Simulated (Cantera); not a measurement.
Cu + CO (metals in furnace atmospheres)

A closed system holds: 1 mol Cu, 0.91 mol CO, at 2.50 bar.

These are equilibrium values from Cantera (NASA tables, ideal gas, pure condensed phases), not measurements of a reactor. Candidate condensed phases: C, Cu, CuO, Cu₂O; 15 gas species. Rates play no part.

```csv
T (K),x CO,x CO₂,x Cu,x Cu₂,x C₂O,x C₃O₂,n C(graphite),n Cu(l)
1398,0.996,0.00434,5.19e-7,9.98e-11,<1e-12,2.50e-11,0.00393,1.00
1473,0.998,0.00211,2.07e-6,6.79e-10,<1e-12,4.58e-11,0.00191,1.000
1548,0.999,0.00110,7.19e-6,3.80e-9,1.61e-12,7.91e-11,0.000999,1.000
1623,0.999,0.000610,2.22e-5,1.81e-8,6.90e-12,1.30e-10,0.000555,1.000
1698,1.000,0.000357,6.19e-5,7.41e-8,2.60e-11,2.06e-10,0.000325,1.000
1773,1.000,0.000220,0.000158,2.69e-7,8.73e-11,3.13e-10,0.000200,1.000
1848,0.999,0.000141,0.000372,8.72e-7,2.66e-10,4.61e-10,0.000128,1.000
1923,0.999,9.37e-5,0.000817,2.57e-6,7.43e-10,6.60e-10,0,0.999
1998,0.998,6.43e-5,0.00169,6.94e-6,1.92e-9,9.20e-10,0,0.998
2073,0.997,4.54e-5,0.00331,1.74e-5,4.62e-9,1.25e-9,0,0.997
```
x: gas mole fraction; n: condensed amount in mol.

From 1398 K to 1848 K the condensed part is C(graphite) + Cu(l). From 1923 K to 2073 K the condensed part is Cu(l). The main Cu-bearing gas is Cu throughout.
